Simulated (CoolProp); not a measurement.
Model: reference Helmholtz-energy equation of state, de Reuck 1990, in CoolProp.

### Question
Give the vapour pressure (MPa), liquid density (kg/m³), vapour density (kg/m³), liquid cp (kJ/(kg K)) of saturated fluorine at 94.3, 141.6 K.

### Answer
```tsv
T (K)	p (MPa)	liquid density (kg/m³)	vapour density (kg/m³)	liquid cp (kJ/(kg K))
94.3	0.262	1430	13.6	1.55
141.6	4.64	838	321	6.86
```
